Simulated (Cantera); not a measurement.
A perfectly stirred reactor is fed with C2H6 : N2 = 1 : 3.4 (molar parts), at 1.00 bar; it is held at 1123 K, and followed from long to short residence time.

Cantera simulation using GRI-Mech 3.0 (53 species, 325 reactions); the numbers are that mechanism's predictions, not measurements. GRI-Mech 3.0 stops at C3 and has no aromatics, soot or wall deposition, so with more carbon than oxygen in the feed, carbon stays in small species such as C2H2 where larger ones or solid carbon would form.

One state of this run: x C2H6 = 0.0398; x H2 = 0.140; x CH3 = 1.98e-6; x HCN = <1e-12; x CH4 = 0.0214. x: mole fraction; the columns are a selection and need not sum to one.

Question: Which value of τ (s) does it belong to?
(A) 0.51
(B) 0.13
(C) 0.017
(D) 0.034

Answer: A, 0.51
